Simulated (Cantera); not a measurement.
Charge: 1 mol SiO2, 6.3 mol N2, a varied amount of C, equilibrated at 1350 °C and 0.0110 bar.

Cantera equilibrium calculation (NASA polynomials, part measured and part estimated; ideal gas, pure solids and liquids). Candidate condensed phases: C, Si, SiC, SiO2, Si2N2O, Si3N4; 34 gas species. Mutual solubility and eutectic melting of coexisting phases are not modelled. The tables hold silica as quartz up to 1696 K and as liquid above; real silica turns to tridymite and cristobalite and melts near 1996 K. Equilibrium is a limit: real reactors are often held back by kinetics, nucleation or transport.

x: gas mole fraction; n: condensed amount in mol.

```tsv
n(C) (mol)	x N2	x CO	x SiO	x CO2	x Si	x SiO2	n SiO2(β-quartz)	n Si2N2O(s)
0.02	0.994	0.00315	0.00316	1.34e-6	1.03e-9	7.06e-9	0.980	0
0.033	0.990	(withheld)	(withheld)	1.34e-6	(withheld)	7.06e-9	0.967	0
0.056	0.983	0.00873	0.00873	1.34e-6	7.86e-9	7.06e-9	0.944	0
0.095	0.971	0.0146	0.0146	1.34e-6	2.21e-8	7.06e-9	0.905	0
0.16	0.956	0.0243	0.0194	1.68e-6	3.86e-8	7.06e-9	0.851	0.0109
0.27	0.940	0.0406	0.0195	2.79e-6	3.91e-8	7.06e-9	0.777	0.0468
0.46	0.913	(withheld)	0.0197	(withheld)	3.98e-8	7.06e-9	(withheld)	(withheld)
0.79	0.867	0.113	0.0200	7.54e-6	4.12e-8	7.06e-9	0.427	0.217
```

What belongs in the gaps?


- 0.46, x CO: 0.0678
- 0.46, x CO2: 4.62e-6
- 0.46, n SiO2(β-quartz): 0.649
- 0.46, n Si2N2O(s): 0.109
- 0.033, x CO: 0.00518
- 0.033, x SiO: 0.00519
- 0.033, x Si: 2.77e-9
